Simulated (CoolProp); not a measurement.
Vapour-liquid equilibrium of methane (1) + ethane (2) at 0.116 MPa; x and y are mole fractions of (1).

Computed with CoolProp (multi-fluid Helmholtz-energy mixture model, Setzmann 1991 and Bücker 2006; pair parameters Kunz 2012).

Give the bubble temperature and the first vapour's composition at x = 0.05, 0.65, 0.85. Is there an azeotrope?

x = 0.05: 160.7 K, y = 0.809; x = 0.65: 118.1 K, y = 0.999; x = 0.85: 115.3 K, y = 1.000. No azeotrope shows between x = 0.05 and 0.95.

The pair parameters rest on a limited set of measurements; away from them the model extrapolates.
